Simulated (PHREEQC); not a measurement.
Spent oxide etchant

Make-up at 25 °C: 0.093 mol HF, 0.00057 mol H2SiF6 and 0.085 mol H3BO3 per kg of water. Closed to the air; pH follows from the charge balance.

Computed with PHREEQC (ion-association model, phreeqc.dat).

This is a speciation only: nothing precipitates in the calculation.

Q: Estimate the pH, ionic strength.

A: pH 1.67; ionic strength 0.0247 mol/kgw.

Q: In which forms is Si present?

A: SiF6-2 52 %, H4SiO4 48 % of the Si.

Saturation is exceeded, for instance for Quartz (slow to form); the values hold only as long as no solid forms. Species that the database lacks are ignored. SiF6-2 is the database's only silicon fluoride. Real BF4- forms and hydrolyses slowly; the run takes it at equilibrium.
